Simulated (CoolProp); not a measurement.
Properties of sulfur hexafluoride along the isotherm 543.7 K.

Model: reference Helmholtz-energy equation of state, Guder 2009, in CoolProp.

| p (bar) | phase | Z | Joule-Thomson coefficient (K/MPa) | isothermal compressibility (1/MPa) | expansivity (1/kK) | viscosity (µPa s) | Prandtl number |
|---|---|---|---|---|---|---|---|
| 0.594 | gas | 0.9994 | 1.990 | 16.85 | 1.846 | 25.5 | 0.757 |
| 0.871 | gas | 0.9991 | 1.990 | 11.49 | 1.849 | 25.5 | 0.756 |
| 1.28 | gas | 0.9986 | 1.989 | 7.823 | 1.853 | 25.5 | 0.755 |
| 1.88 | gas | 0.9980 | 1.989 | 5.330 | 1.859 | 25.5 | 0.754 |
| 2.76 | gas | 0.9970 | 1.988 | 3.634 | 1.869 | 25.5 | 0.753 |
| 4.04 | gas | 0.9957 | 1.986 | 2.486 | 1.883 | 25.6 | 0.750 |
| 5.94 | gas | 0.9937 | 1.984 | 1.694 | 1.903 | 25.6 | 0.747 |
| 8.71 | gas | 0.9908 | 1.980 | 1.158 | 1.934 | 25.7 | 0.743 |
| 12.8 | gas | 0.9868 | 1.973 | 0.7912 | 1.978 | 25.9 | 0.739 |
| 18.8 | gas | 0.9810 | 1.962 | 0.5415 | 2.045 | 26.1 | 0.733 |
| 27.6 | gas | 0.9731 | 1.940 | 0.3712 | 2.142 | 26.5 | 0.730 |
| 40.4 | supercritical | 0.9627 | 1.900 | 0.2553 | 2.283 | 27.2 | 0.731 |
| 59.4 | supercritical | 0.9503 | 1.819 | 0.1742 | 2.483 | 28.5 | 0.743 |
| 87.1 | supercritical | 0.9392 | 1.657 | 0.1174 | 2.731 | 30.9 | 0.776 |
| 128 | supercritical | 0.9393 | 1.354 | 0.07549 | 2.943 | 35.5 | 0.835 |
| 188 | supercritical | 0.9734 | 0.9026 | 0.04441 | 2.910 | 44.0 | 0.915 |

Viscosity comes from a separate model (Quiñones-Cisneros 2012). Thermal conductivity comes from a separate model (Assael 2012).
